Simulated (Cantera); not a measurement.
Standard-state values (1 bar) from the NASA 1993 polynomials, evaluated with Cantera. Values are per mole of reaction as written; species without (g) are pure solids or liquids, kept so even where they would boil at 1 bar.

**Question.** Between 300 and 1300 K, where is each reaction favourable under standard conditions?
- 2 CrO₃(g) + NO₂(g) = 4 O₂(g) + Cr₂N

**Answer.** 
- 2 CrO₃(g) + NO₂(g) = 4 O₂(g) + Cr₂N: ΔG° is 392 kJ at 300 K and 259 kJ at 1300 K; it stays positive (K < 1). ΔH° is 447 kJ and ΔS° 144 J/K at 1300 K.
